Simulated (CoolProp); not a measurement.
Model: reference Helmholtz-energy equation of state, Lemmon 2006, in CoolProp. It is a short technical equation, of lower accuracy than the large ones.

For acetone, give the phase and the density (kg/m³), cv (kJ/(kg K)), Joule-Thomson coefficient (K/MPa), isothermal compressibility (1/MPa) at 229.5 K and 1.88 bar; 275.4 K and 0.155 bar.


- 229.5 K and 1.88 bar: liquid; density 859, cv 1.46, Joule-Thomson coefficient -0.413, isothermal compressibility 0.000723
- 275.4 K and 0.155 bar: liquid; density 810, cv 1.51, Joule-Thomson coefficient -0.372, isothermal compressibility 0.00106
